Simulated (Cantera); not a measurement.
Charge: 1 mol AlCl₃, 11 mol NH₃, 43 mol N₂, at 0.0920 bar.

These are equilibrium values from Cantera (NASA tables, ideal gas, pure condensed phases), not measurements of a reactor. Candidate condensed phases: Al, AlCl₃, AlN, NH₄Cl; 20 gas species. Rates play no part.

Task: Which condensed phases are stable at each of these points (T (K)): 1173, 1223, 1273, 1323, 1373, 1423, 1473, 1523, 1573, 1623, 1673, 1723, 1773, 1823?

Result: 
| T (K) | condensed phases | Al condensed (%) |
|---|---|---|
| 1173 | AlN(s) | 70.0 |
| 1223 | AlN(s) | 69.2 |
| 1273 | AlN(s) | 68.5 |
| 1323 | AlN(s) | 67.6 |
| 1373 | AlN(s) | 66.7 |
| 1423 | AlN(s) | 65.3 |
| 1473 | AlN(s) | 63.0 |
| 1523 | AlN(s) | 59.0 |
| 1573 | AlN(s) | 51.5 |
| 1623 | AlN(s) | 37.9 |
| 1673 | AlN(s) | 15.2 |
| 1723 | gas only | 0.0 |
| 1773 | gas only | 0.0 |
| 1823 | gas only | 0.0 |

From 1173 K to 1673 K the condensed part is AlN(s). From 1723 K to 1823 K nothing is condensed.
